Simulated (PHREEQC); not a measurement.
**Alkaline etch or developer: an equilibrium model**

Dissolve 0.11 mol/kgw TMAH at 25 °C. Closed to the air; pH follows from the charge balance.

Equilibrium calculation in PHREEQC: ion-association model, phreeqc.dat.

```
Item                      Value
----------------  -------------
pH                        12.91
ionic strength    0.110 mol/kgw
total alkalinity     110 meq/kg
```

```json
[
 {"species": "OH-", "molality": "0.110", "activity": "0.0830", "log γ": "-0.122"},
 {"species": "(CH3)4N+", "molality": "0.110", "activity": "0.0839", "log γ": "-0.118"}
]
```

No solid was allowed to form. (CH3)4N+ isn't in the database: it is added as a free cation with an ion size of 4 Å.
